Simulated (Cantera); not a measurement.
What does this Cantera script print?

```python
import numpy as np
import cantera as ct

gas_names = """
    B BH BH2 BH3 BN B2 H H2 N NH NH2 NH3 N2 N2H2 N2H4
""".split()
cond_names = """
    B(b) B(L) BN(s)
""".split()


def load(file, names, dense=False):
    # The tables refer to 1 bar. Condensed volumes are neglected.
    table = {s.name: s for s in ct.Species.list_from_file(file)}
    out = []
    for n in names:
        d = dict(table[n].input_data)
        d["thermo"] = dict(d["thermo"], **{"reference-pressure": 1e5})
        if dense:
            d["equation-of-state"] = {"model": "constant-volume", "density": "1e6 g/cm^3"}
        out.append(ct.Species.from_dict(d))
    return out


gas = ct.Solution(thermo="ideal-gas", species=load("nasa_gas.yaml", gas_names))
cond = {s.name: ct.Solution(thermo="fixed-stoichiometry", species=[s], name=s.name)
        for s in load("nasa_condensed.yaml", cond_names, dense=True)}
atoms = {
    'B2H6': {'B': 2, 'H': 6},
    'H2': {'H': 2},
    'N2': {'N': 2},
}
top_T = {'BN(s)': 3200}  # K; cautious upper limits of use, not melting points


def equilibrate(T, P, feed):
    n = {}
    for name, mol in feed.items():
        for a, k in atoms[name].items():
            n[a] = n.get(a, 0.0) + k * mol
    gas.TPX = T, P, n
    mass = sum(n.values()) * gas.mean_molecular_weight
    gas.equilibrate("TP")
    valid = [c for c in cond.values() if c.min_temp <= T <= top_T.get(c.name, c.max_temp)]
    mix = ct.Mixture([(gas, mass / gas.mean_molecular_weight)] + [(c, 0.0) for c in valid])
    mix.T, mix.P = T, P
    mix.equilibrate("TP", solver="vcs", rtol=1e-11, max_steps=5000)
    return mix


results = []
feed = {'B2H6': 1, 'H2': 1.2, 'N2': 1.1}  # mol
T = 1925  # K
P = 1300  # Pa
mix = equilibrate(T, P, feed)
results.append((T, P, feed, dict(zip(mix.species_names, mix.species_moles))))
print(gas.report(threshold=0.0001))
for i in range(1, mix.n_phases):
    print(f"{mix.phase(i).name:16s} {mix.phase_moles(i):12.5e} mol")
```

Output:

```
       temperature   1925 K
          pressure   1300 Pa
           density   0.00021217 kg/m^3
  mean mol. weight   2.6122 kg/kmol
   phase of matter   gas

                          1 kg             1 kmol
                     ---------------   ---------------
          enthalpy        1.9977e+07        5.2185e+07  J
   internal energy         1.385e+07         3.618e+07  J
           entropy             86438        2.2579e+05  J/K
    Gibbs function       -1.4642e+08       -3.8247e+08  J
 heat capacity c_p             12969             33879  J/K
 heat capacity c_v            9786.3             25564  J/K

                      mass frac. Y      mole frac. X     chem. pot. / RT
                     ---------------   ---------------   ---------------
               BH2        0.00049637        0.00010109           -27.932
                 H          0.003184         0.0082514           -11.867
                H2            0.7474           0.96843           -23.734
                N2           0.24891           0.02321           -34.918
     [  +11 minor]        1.1952e-05        2.4909e-06

B(b)              0.00000e+00 mol
BN(s)             1.99955e+00 mol
```

Method: chemical equilibrium by Gibbs-energy minimisation in Cantera with the NASA 1993 tables (ideal gas, pure condensed phases). The feed counts by its element totals alone. The tables' values for BH2 are old estimates; treat these amounts as uncertain.
